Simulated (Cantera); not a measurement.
An adiabatic, constant-pressure homogeneous reactor starts with 4.88 % CO, 5.37 % H2, 1.42 % CH4, 18.5 % O2, 69.8 % N2, equivalence ratio 0.43, at 1373 K and 750 Torr.

Model: GRI-Mech 3.0 (53 species, 325 reactions), integrated in Cantera.

Task: Predict: time of steepest temperature rise; temperature at 3.00 s; equilibrium temperature; x(CO) at 3.00 s; x(H2) at 3.00 s; x(O) at 3.00 s; x(CO2) at 3.00 s.

Result: 
```json
{
  "time_of_steepest_temperature_rise": "44.8 µs",
  "temperature at 3.00 s": "2330 K",
  "equilibrium_temperature": "2330 K",
  "x(CO) at 3.00 s": "0.00276 (gas-phase equilibrium 0.00276)",
  "x(H2) at 3.00 s": "0.000630 (gas-phase equilibrium 0.000630)",
  "x(O) at 3.00 s": "0.00192 (gas-phase equilibrium 0.00192)",
  "x(CO2) at 3.00 s": "0.0633 (gas-phase equilibrium 0.0633)"
}
```
